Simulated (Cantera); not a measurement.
## Moist CO burnout

A perfectly stirred reactor is fed with CO : O2 : H2O : N2 = 0.02 : 0.071 : 0.003 : 1 (molar parts), at 101000 Pa; it is held at 1050 K, and followed from long to short residence time.

Model: GRI-Mech 3.0 (53 species, 325 reactions), integrated in Cantera.

```json
[
 {"τ (s)": "1.1", "x CO": "0.00278", "x O2": "0.0576", "x H2O": "0.00276", "x H2": "3.02e-6", "x NO": "6.82e-8", "x HO2": "2.61e-6"},
 {"τ (s)": "0.28", "x CO": "0.00629", "x O2": "0.0592", "x H2O": "0.00275", "x H2": "7.11e-6", "x NO": "2.71e-8", "x HO2": "3.83e-6"},
 {"τ (s)": "0.072", "x CO": "0.0116", "x O2": "0.0617", "x H2O": "0.00273", "x H2": "1.18e-5", "x NO": "7.39e-9", "x HO2": "4.94e-6"},
 {"τ (s)": "0.018", "x CO": "0.0162", "x O2": "0.0639", "x H2O": "0.00273", "x H2": "1.13e-5", "x NO": "1.07e-9", "x HO2": "5.33e-6"},
 {"τ (s)": "0.0045", "x CO": "0.0181", "x O2": "0.0648", "x H2O": "0.00274", "x H2": "1.96e-6", "x NO": "2.29e-11", "x HO2": "3.97e-6"},
 {"τ (s)": "0.0011", "x CO": "0.0183", "x O2": "0.0649", "x H2O": "0.00274", "x H2": "7.25e-12", "x NO": "<1e-12", "x HO2": "1.36e-9"},
 {"τ (s)": "0.00029", "x CO": "0.0183", "x O2": "0.0649", "x H2O": "0.00274", "x H2": "<1e-12", "x NO": "<1e-12", "x HO2": "7.63e-11"}
]
```
x: mole fraction; the columns are a selection and need not sum to one.
